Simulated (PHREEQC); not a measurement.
Dissolve 0.0011 mol/kgw NaHSO4 and 0.21 mol/kgw Na2CO3 at 29 °C. Closed to the air; pH follows from the charge balance.

Equilibrium calculation in PHREEQC: ion-association model, phreeqc.dat.

Precipitation was switched off in this run.

### Question
Order these C species by the share of C that they hold, largest first: NaHCO3, HCO3-, CO3-2, NaCO3-.

### Answer
NaCO3- (61 %), CO3-2 (37 %), HCO3- (1.8 %), NaHCO3 (0.14 %)

The pH is 11.16 and the ionic strength 0.371 mol/kgw. Complexes and solids missing from the database can't appear.
